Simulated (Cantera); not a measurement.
A freely propagating, adiabatic, planar premixed flame of CO : H₂ : O₂ : N₂ = 1 : 1 : 0.769 : 2.89 (molar parts), unburnt at 723 K and 0.640 bar; mixture-averaged transport, grid criteria slope 0.08 and curve 0.16, no radiation.

Model: GRI-Mech 3.0 (53 species, 325 reactions), integrated in Cantera. Burning velocities carry a grid error of a few per cent, more on coarse grids.

Problem. How do the results move with these cheaper or finer settings: unity-Lewis-number transport; multicomponent transport; multicomponent+Soret transport; grid criteria slope 0.5, curve 1; grid criteria slope 0.25, curve 0.5; grid criteria slope 0.03, curve 0.06?

Solution. 
| setting | laminar burning velocity | thermal thickness | peak x(H) | grid points | grid points |
|---|---|---|---|---|---|
| as above | 754 cm/s | 1.12 mm | 0.0560 | 144 | 144 |
| unity-Lewis-number transport | 471 cm/s | 0.768 mm | 0.0586 | 146 | 146 |
| multicomponent transport | 745 cm/s | 1.11 mm | 0.0558 | 144 | 144 |
| multicomponent+Soret transport | 716 cm/s | 1.10 mm | 0.0554 | 144 | 144 |
| grid criteria slope 0.5, curve 1 | 1000 cm/s | 1.65 mm | 0.0569 | 46 | 46 |
| grid criteria slope 0.25, curve 0.5 | 860 cm/s | 1.34 mm | 0.0565 | 66 | 66 |
| grid criteria slope 0.03, curve 0.06 | 735 cm/s | 1.08 mm | 0.0559 | 326 | 326 |
The base run took about 30 core-seconds (a rough figure).
Unity Lewis numbers drop preferential diffusion, which matters most where H2 and H carry the flame; Soret adds thermal diffusion.
